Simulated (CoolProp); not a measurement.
Computed with CoolProp (reference Helmholtz-energy equation of state, Lemmon 2006). It is a short technical equation, of lower accuracy than the large ones.

Task: For R141b, give the phase and the cv (kJ/(kg K)), Joule-Thomson coefficient (K/MPa), Prandtl number at 179.25 °C and 0.19 MPa; 179.25 °C and 21.1 MPa.

Result: 
- 179.25 °C and 0.19 MPa: gas; cv 0.882, Joule-Thomson coefficient 10.6, Prandtl number 0.566
- 179.25 °C and 21.1 MPa: liquid; cv 0.947, Joule-Thomson coefficient -0.0620, Prandtl number 2.73

Viscosity comes from a separate model (Huber 2003), an estimate that may be off by 10 % or more. Thermal conductivity comes from a separate model (Huber 2003), an estimate that may be off by 10 % or more.
